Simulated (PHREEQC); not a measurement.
# Nickel, zinc or cadmium bath: speciation

A solution holds 0.068 mol CdSO4, 0.079 mol H3BO3 and 7.7e-05 mol FeSO4 per kg of water, at 15 °C. Closed to the air; pH follows from the charge balance.

The numbers come from PHREEQC with the ion-association model, wateq4f.dat.

The pH is 5.30 and the ionic strength is 0.134 mol/kgw.

```
species     molality  activity   log γ
----------  --------  --------  ------
H3BO3         0.0790    0.0815   0.013
Cd+2          0.0333    0.0117  -0.457
CdSO4         0.0267    0.0275   0.013
SO4-2         0.0254   0.00871  -0.465
Cd(SO4)2-2   0.00800   0.00280  -0.457
Fe+2         5.26e-5   1.96e-5  -0.427
FeSO4        2.44e-5   2.52e-5   0.013
H2BO3-       1.06e-5   7.66e-6  -0.141
H+           6.21e-6   5.06e-6  -0.088
HSO4-        4.58e-6   3.48e-6  -0.119
CdOH+        1.15e-7   8.86e-8  -0.114
Cd2OH+3      6.13e-8   5.75e-9  -1.028
OH-          1.19e-9  8.88e-10  -0.129
FeHSO4+      1.07e-9  8.22e-10  -0.114
```

Precipitation was switched off in this run.
